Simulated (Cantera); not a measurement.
An isothermal, constant-pressure homogeneous reactor starts with NO : N₂ = 1 : 0.82 (molar parts), at 1475 K and 0.133 bar.

Model: GRI-Mech 3.0 (53 species, 325 reactions), integrated in Cantera.

x: mole fraction; the columns are a selection and need not sum to one.

```json
[
 {"t (s)": "0.000500", "x NO": "0.549", "x N₂": "0.451", "x O₂": "8.70e-11", "x N₂O": "1.33e-7", "x O": "7.86e-8", "x NO₂": "5.47e-8"},
 {"t (s)": "0.00128", "x NO": "0.549", "x N₂": "0.451", "x O₂": "4.12e-10", "x N₂O": "3.40e-7", "x O": "1.09e-7", "x NO₂": "2.32e-7"},
 {"t (s)": "0.00327", "x NO": "0.549", "x N₂": "0.451", "x O₂": "1.75e-9", "x N₂O": "8.67e-7", "x O": "1.16e-7", "x NO₂": "7.58e-7"},
 {"t (s)": "0.00836", "x NO": "0.549", "x N₂": "0.451", "x O₂": "___", "x N₂O": "___", "x O": "1.22e-7", "x NO₂": "___"},
 {"t (s)": "0.0214", "x NO": "0.549", "x N₂": "0.451", "x O₂": "4.46e-8", "x N₂O": "5.53e-6", "x O": "1.36e-7", "x NO₂": "5.66e-6"},
 {"t (s)": "0.0547", "x NO": "0.549", "x N₂": "0.451", "x O₂": "3.10e-7", "x N₂O": "1.35e-5", "x O": "1.71e-7", "x NO₂": "1.49e-5"},
 {"t (s)": "0.140", "x NO": "0.549", "x N₂": "0.451", "x O₂": "2.66e-6", "x N₂O": "3.08e-5", "x O": "2.51e-7", "x NO₂": "3.83e-5"},
 {"t (s)": "0.358", "x NO": "0.549", "x N₂": "0.451", "x O₂": "2.38e-5", "x N₂O": "6.01e-5", "x O": "3.83e-7", "x NO₂": "8.30e-5"},
 {"t (s)": "0.914", "x NO": "0.549", "x N₂": "0.451", "x O₂": "0.000142", "x N₂O": "8.74e-5", "x O": "4.78e-7", "x NO₂": "0.000117"},
 {"t (s)": "2.34", "x NO": "0.548", "x N₂": "0.451", "x O₂": "___", "x N₂O": "9.42e-5", "x O": "___", "x NO₂": "___"},
 {"t (s)": "5.98", "x NO": "0.546", "x N₂": "0.452", "x O₂": "0.00147", "x N₂O": "9.36e-5", "x O": "5.78e-7", "x NO₂": "0.000148"},
 {"t (s)": "15.3", "x NO": "0.541", "x N₂": "0.455", "x O₂": "0.00390", "x N₂O": "9.17e-5", "x O": "7.06e-7", "x NO₂": "0.000187"},
 {"t (s)": "39.1", "x NO": "0.529", "x N₂": "0.461", "x O₂": "0.00993", "x N₂O": "8.72e-5", "x O": "9.46e-7", "x NO₂": "0.000258"},
 {"t (s)": "100", "x NO": "0.500", "x N₂": "0.475", "x O₂": "0.0243", "x N₂O": "7.74e-5", "x O": "1.35e-6", "x NO₂": "0.000362"}
]
```

### Question
Fill in the missing entries.

### Answer

- 0.00836, x O₂: 8.01e-9
- 0.00836, x N₂O: 2.20e-6
- 0.00836, x NO₂: 2.12e-6
- 2.34, x O₂: 0.000513
- 2.34, x O: 5.18e-7
- 2.34, x NO₂: 0.000129
